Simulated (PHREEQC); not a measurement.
Consider water at 15 °C with 0.015 mol CdCl2 and 3.3e-05 mol NaCl per kg of water. Closed to the air; pH follows from the charge balance.

Computed with PHREEQC (ion-association model, phreeqc.dat).

Q: The ionic strength comes out as 0.0287 mol/kgw. What activity coefficients do Cd+2, CdCl+, Na+, CdCl3-, H+ get?

A: Cd+2 0.53, CdCl+ 0.86, Na+ 0.86, CdCl3- 0.86, H+ 0.88.

No solid was allowed to form. Species that the database lacks are ignored.
